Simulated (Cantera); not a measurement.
Input: 1 mol CuO, 1.9 mol CO, at 1552 °C and 0.140 bar.

Method: chemical equilibrium by Gibbs-energy minimisation in Cantera with the NASA 1993 tables (ideal gas, pure condensed phases). Candidate condensed phases: C, Cu, CuO, Cu₂O; 15 gas species. Equilibrium is a limit: real reactors are often held back by kinetics, nucleation or transport.

Base state: CO₂ 0.524, CO 0.471, Cu 0.00514, Cu₂ 1.10e-5 (mole fractions); condensed: Cu(l).

Q: What changes in the equilibrium state with this change: temperature from 1552 °C to 827 °C?

A: 
```json
[
 {"species": "CO₂", "before": "0.524", "after": "0.526"},
 {"species": "CO", "before": "0.471", "after": "0.474"},
 {"species": "Cu", "before": "0.00514", "after": "4.25e-9"},
 {"species": "Cu₂", "before": "1.10e-5", "after": "<1e-9"},
 {"species": "Cu(l), mol", "before": "0.990", "after": "0"},
 {"species": "Cu(s), mol", "before": "0", "after": "1.00"}
]
```
